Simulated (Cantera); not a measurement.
Catalytic combustion on Pt

An isothermal plug-flow reactor at 898 K and 1.60 bar (inlet), inlet velocity 0.37 m/s, active area per volume 1600 1/m; feed CO : O2 : N2 : H2O = 0.02 : 0.01 : 0.79 : 0.011 (molar parts), equivalence ratio 1.0.

Detailed kinetics in Cantera: Deutschmann's 1995 Pt surface mechanism with GRI-Mech 3.0 gas chemistry. Catalytic surfaces can have several steady states; this one follows from the mechanism file's or the stated starting coverage. Mass transfer to the wall is taken as infinitely fast.

```
z (m)        x CO      x O2   x H2O    x CO2  θ free Pt     θ O*     θ OH*   θ CO*
-------  --------  --------  ------  -------  ---------  -------  --------  ------
0.00018    0.0149   0.00746  0.0133  0.00927      0.294  0.00164  0.000214   0.704
0.00032   0.00836   0.00418  0.0133   0.0159      0.370  0.00164  0.000240   0.628
0.00057  0.000398  0.000199  0.0134   0.0240      0.843  0.00164  0.000363   0.155
0.001      <1e-12   1.85e-9  0.0134   0.0244      0.953   0.0453   0.00203  <1e-12
0.0018     <1e-12   1.85e-9  0.0134   0.0244      0.953   0.0453   0.00203  <1e-12
0.0032     <1e-12   1.85e-9  0.0134   0.0244      0.953   0.0453   0.00203  <1e-12
0.0057     <1e-12   1.85e-9  0.0134   0.0244      0.953   0.0453   0.00203  <1e-12
0.01       <1e-12   1.85e-9  0.0134   0.0244      0.953   0.0453   0.00203  <1e-12
0.018      <1e-12   1.86e-9  0.0134   0.0244      0.953   0.0454   0.00203  <1e-12
```
x: gas mole fraction; θ: surface coverage.
